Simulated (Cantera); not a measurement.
Input (Python, Cantera) and output of one run.

```python
import numpy as np
import cantera as ct

gas_names = [...]  # 109 gases of nasa_gas.yaml made of C, Cl, H, Si
cond_names = """
    C(gr) C6H6(L) C7H8(L) C8H18(L),n-octa Si(cr) Si(L) SiC(b)
""".split()


# ... load() reads the species with a 1 bar reference pressure and builds the phases ...
atoms = {
    '(CH3)2SiCl2': {'C': 2, 'H': 6, 'Si': 1, 'CL': 2},
    'C2H2': {'C': 2, 'H': 2},
    'H2': {'H': 2},
}
top_T = {'C(gr)': 4500, 'SiC(b)': 3050}  # K; cautious upper limits of use, not melting points


# ... equilibrate(T, P, feed) seeds the gas with the atoms and calls Mixture.equilibrate('TP', solver="vcs", rtol=1e-11, max_steps=5000) ...
results = []
T = 1100  # K
P = 10000  # Pa
for m in [12, 20, 31, 50, 79, 130, 200, 320, 500, 800, 1300]:
    feed = {'(CH3)2SiCl2': 1, 'C2H2': 0.1, 'H2': m}  # mol
    mix = equilibrate(T, P, feed)
    results.append((T, P, feed, dict(zip(mix.species_names, mix.species_moles))))
    x = sorted(zip(gas.X, gas.species_names), reverse=True)
    print(f"T = {T:g} K  P = {P:g} Pa  n(H2) = {m:g} mol  gas = {mix.phase_moles(0):.4g} mol")
    print("   x: " + "  ".join(f"{s} {v:.3e}" for v, s in x if v > 1e-06))
    print("   condensed (mol): " + ("  ".join(f"{mix.phase(i).name} {mix.phase_moles(i):.4g}"
          for i in range(1, mix.n_phases) if mix.phase_moles(i) > 1e-12) or "none"))
```

It prints:

```
T = 1100 K  P = 10000 Pa  n(H2) = 12 mol  gas = 15.99 mol
   x: H2 8.835e-01  HCL 1.097e-01  SiCL4 3.460e-03  CH4 2.802e-03  SiHCL3 4.110e-04  SiCL3 7.729e-05  SiCL2 2.403e-05  SiH2CL2 5.853e-06
   condensed (mol): C(gr) 1.219  SiC(b) 0.9364
T = 1100 K  P = 10000 Pa  n(H2) = 20 mol  gas = 24 mol
   x: H2 9.167e-01  HCL 7.926e-02  CH4 3.016e-03  SiCL4 8.761e-04  SiHCL3 1.495e-04  SiCL3 2.759e-05  SiCL2 1.209e-05  SiH2CL2 3.056e-06
   condensed (mol): C(gr) 1.153  SiC(b) 0.9744
T = 1100 K  P = 10000 Pa  n(H2) = 31 mol  gas = 34.98 mol
   x: H2 9.404e-01  HCL 5.614e-02  CH4 3.174e-03  SiCL4 2.095e-04  SiHCL3 5.177e-05  SiCL3 9.435e-06  SiCL2 5.913e-06  SiH2CL2 1.533e-06
   condensed (mol): C(gr) 1.099  SiC(b) 0.9903
T = 1100 K  P = 10000 Pa  n(H2) = 50 mol  gas = 53.92 mol
   x: H2 9.598e-01  HCL 3.689e-02  CH4 3.306e-03  SiCL4 3.749e-05  SiHCL3 1.439e-05  SiCL3 2.596e-06  SiCL2 2.501e-06
   condensed (mol): C(gr) 1.025  SiC(b) 0.9969
T = 1100 K  P = 10000 Pa  n(H2) = 79 mol  gas = 82.82 mol
   x: H2 9.725e-01  HCL 2.411e-02  CH4 3.395e-03  SiCL4 6.661e-06  SiHCL3 3.963e-06  SiCL2 1.054e-06
   condensed (mol): C(gr) 0.9199  SiC(b) 0.999
T = 1100 K  P = 10000 Pa  n(H2) = 130 mol  gas = 133.6 mol
   x: H2 9.816e-01  HCL 1.496e-02  CH4 3.459e-03
   condensed (mol): C(gr) 0.7381  SiC(b) 0.9997
T = 1100 K  P = 10000 Pa  n(H2) = 200 mol  gas = 203.4 mol
   x: H2 9.867e-01  HCL 9.831e-03  CH4 3.495e-03
   condensed (mol): C(gr) 0.4894  SiC(b) 0.9999
T = 1100 K  P = 10000 Pa  n(H2) = 320 mol  gas = 323 mol
   x: H2 9.903e-01  HCL 6.192e-03  CH4 3.520e-03
   condensed (mol): C(gr) 0.06311  SiC(b) 0.9999
T = 1100 K  P = 10000 Pa  n(H2) = 500 mol  gas = 502.9 mol
   x: H2 9.936e-01  HCL 3.977e-03  CH4 2.386e-03
   condensed (mol): SiC(b) 1
T = 1100 K  P = 10000 Pa  n(H2) = 800 mol  gas = 802.9 mol
   x: H2 9.960e-01  HCL 2.491e-03  CH4 1.495e-03
   condensed (mol): SiC(b) 1
T = 1100 K  P = 10000 Pa  n(H2) = 1300 mol  gas = 1303 mol
   x: H2 9.975e-01  HCL 1.535e-03  CH4 9.210e-04
   condensed (mol): SiC(b) 1
```

Method: chemical equilibrium by Gibbs-energy minimisation in Cantera with the NASA 1993 tables (ideal gas, pure condensed phases). The feed counts by its element totals alone. The tables' values for SiCl3 are old estimates; treat these amounts as uncertain.
